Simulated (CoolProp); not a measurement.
Model: reference Helmholtz-energy equation of state, Schmidt 1985, in CoolProp. Above 300 K oxygen's equation is extrapolated.

**Question.** For oxygen, give the phase and the cp (kJ/(kg K)), Joule-Thomson coefficient (K/MPa), conductivity (mW/(m K)) at 341.3 K and 0.553 MPa.

**Answer.** 
- 341.3 K and 0.553 MPa: gas; cp 0.932, Joule-Thomson coefficient 2.02, conductivity 29.9

Thermal conductivity comes from a separate model (Lemmon 2004).
